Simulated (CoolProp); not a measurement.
R236FA at 381.71 K and 1.24 MPa flows at 0.82 m/s in a round tube of 12.7 mm bore and 0.25 µm roughness, fully developed (64/Re and Nu = 3.66 if laminar; Colebrook and Gnielinski if turbulent). Each further row changes one setting.

Computed with CoolProp (reference Helmholtz-energy equation of state, Pan 2012).

```
case               Reynolds number  Darcy friction factor  pressure drop (Pa/m)  heat-transfer coefficient (W/(m² K))  mass flow (kg/h)
-----------------  ---------------  ---------------------  --------------------  ------------------------------------  ----------------
as stated                    52200                    ___                   ___                                   186              27.1
velocity 1.64 m/s           104000                 0.0179                   ___                                   322              54.3
diameter 25.4 mm            104000                 0.0179                  17.2                                   ___               ___
```

Complete the blanks.


- as stated, Darcy friction factor: 0.0208
- as stated, pressure drop (Pa/m): 39.9
- velocity 1.64 m/s, pressure drop (Pa/m): 138
- diameter 25.4 mm, heat-transfer coefficient (W/(m² K)): 161
- diameter 25.4 mm, mass flow (kg/h): 109

Viscosity comes from a separate model (Huber 2003), an estimate that may be off by 10 % or more. Thermal conductivity comes from a separate model (Huber 2003), an estimate that may be off by 10 % or more.
